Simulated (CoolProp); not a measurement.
Model: reference Helmholtz-energy equation of state, Span 1996, in CoolProp.

Question: Give the vapour pressure (MPa), liquid cp (kJ/(kg K)), surface tension (mN/m), vapour viscosity (µPa s) of saturated carbon dioxide at -32.35, -17.65, -12.75 °C.

Answer: 
```json
[
 {"T (°C)": "-32.35", "p (MPa)": "1.32", "liquid cp (kJ/(kg K))": "2.06", "surface tension (mN/m)": "11.0", "vapour viscosity (µPa s)": "12.2"},
 {"T (°C)": "-17.65", "p (MPa)": "2.12", "liquid cp (kJ/(kg K))": "2.19", "surface tension (mN/m)": "7.89", "vapour viscosity (µPa s)": "13.1"},
 {"T (°C)": "-12.75", "p (MPa)": "2.45", "liquid cp (kJ/(kg K))": "2.26", "surface tension (mN/m)": "6.91", "vapour viscosity (µPa s)": "13.4"}
]
```

Viscosity comes from a separate model (Laesecke 2017). Surface tension comes from a separate correlation (Mulero 2012).
